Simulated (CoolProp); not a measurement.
Model: reference Helmholtz-energy equation of state, Lemmon 2004, in CoolProp. It is a short technical equation, of lower accuracy than the large ones.

Problem. For n-dodecane, give the phase and the density (kg/m³), cp (kJ/(kg K)), expansivity (1/kK), Prandtl number at 295 K and 15.2 bar; 493.5 K and 15.2 bar; 553 K and 15.2 bar.

Solution. 
- 295 K and 15.2 bar: liquid; density 749, cp 2.20, expansivity 0.982, Prandtl number 23.6
- 493.5 K and 15.2 bar: liquid; density 594, cp 2.97, expansivity 1.53, Prandtl number 6.07
- 553 K and 15.2 bar: liquid; density 534, cp 3.23, expansivity 2.13, Prandtl number 4.75

Viscosity comes from a separate model (Huber 2004). Thermal conductivity comes from a separate model (Huber 2004).
